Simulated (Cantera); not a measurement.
An adiabatic, constant-pressure homogeneous reactor starts with 17.0 % CH4, 3.24 % H2, 16.7 % O2, 63.0 % N2, equivalence ratio 2.1, at 1450 K and 5.00 bar.

Model: GRI-Mech 3.0 (53 species, 325 reactions), integrated in Cantera.

**Question.** Predict: time of steepest temperature rise; temperature at 1.00 s; equilibrium temperature; x(H2) at 1.00 s; x(O2) at 1.00 s.

**Answer.** 
```json
{
 "time_of_steepest_temperature_rise": "0.349 ms",
 "temperature at 1.00 s": "2454 K",
 "equilibrium_temperature": "2454 K",
 "x(H2) at 1.00 s": "0.190 (gas-phase equilibrium 0.190)",
 "x(O2) at 1.00 s": "1.98e-6 (gas-phase equilibrium 1.98e-6)"
}
```
